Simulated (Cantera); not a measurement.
Mixture: H₂ : O₂ : N₂ = 1 : 1.19 : 4.48 (molar parts), at 1.01 bar, adiabatic and at constant volume. Ignition delay is the time to a rise of 400 K.

Computed with Cantera and the H2/O2 subset of GRI-Mech 3.0, which has no nitrogen chemistry. Where the delays flatten at high temperature, the 400 K rule measures the pace of heat release, not the induction time.

Question: What does this change do: pressure from 1.01 bar to 10.0 bar?

Answer: 
```tsv
quantity	before	after
delay at 1298 K	33.2 µs	5.49 µs
delay at 1498 K	21.8 µs	1.65 µs
delay at 1698 K	21.2 µs	0.946 µs
delay at 1898 K	25.7 µs	0.713 µs
delay at 2098 K	34.1 µs	0.658 µs
```
The hydrogen kinetics of GRI-Mech 3.0 are dated; newer H2 mechanisms differ, most at raised pressure.
